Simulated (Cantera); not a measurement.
Charge: 1 mol Hg, 0.21 mol O₂, 0.25 mol H₂, held at 875 K and 4.70 mbar.

Method: chemical equilibrium by Gibbs-energy minimisation in Cantera with the NASA 1993 tables (ideal gas, pure condensed phases). Candidate condensed phases: H₂O, Hg, HgO; 10 gas species. The numbers say what is thermodynamically allowed, not how fast it happens.

Base state: Hg 0.749, H₂O 0.187, O₂ 0.0637 (mole fractions); condensed: gas only.

Problem. What changes in the equilibrium state with this change: O₂ from 0.21 to 0.018 mol?

Solution. 
```tsv
species	before	after
Hg	0.749	0.800
H₂	<1e-9	0.171
H₂O	0.187	0.0288
O₂	0.0637	<1e-9
```

Problem. What changes in the equilibrium state with this change: O₂ from 0.21 to 0.013 mol?

Solution. 
```tsv
species	before	after
Hg	0.749	0.800
H₂	<1e-9	0.179
H₂O	0.187	0.0208
O₂	0.0637	<1e-9
```
